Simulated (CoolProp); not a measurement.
Values from CoolProp's reference Helmholtz-energy equation of state, Marx 1992.

### Question
For R113, give the phase and the density (kg/m³), cp (kJ/(kg K)), speed of sound (m/s) at 27.55 °C and 158 bar; 27.55 °C and 226 bar; 27.55 °C and 271 bar.

### Answer
- 27.55 °C and 158 bar: liquid; density 1600, cp 0.905, speed of sound 769
- 27.55 °C and 226 bar: liquid; density 1610, cp 0.901, speed of sound 796
- 27.55 °C and 271 bar: liquid; density 1620, cp 0.898, speed of sound 813
